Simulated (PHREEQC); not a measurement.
Make-up at 25 °C: 0.14 mol CuSO4, 0.0043 mol MgSO4, 0.0001 mol HCl and 0.00047 mol NaCl per kg of water. Closed to the air; pH follows from the charge balance.

All values are PHREEQC results (ion-association model, phreeqc.dat), not measurements.

This is a speciation only: nothing precipitates in the calculation.

Q: Predict the pH, specific conductance.

A: pH 4.34; specific conductance 11200 µS/cm.

Q: In which forms is Mg present?

A: MgSO4 56 %, Mg+2 44 % of the Mg.

Species that the database lacks are ignored.
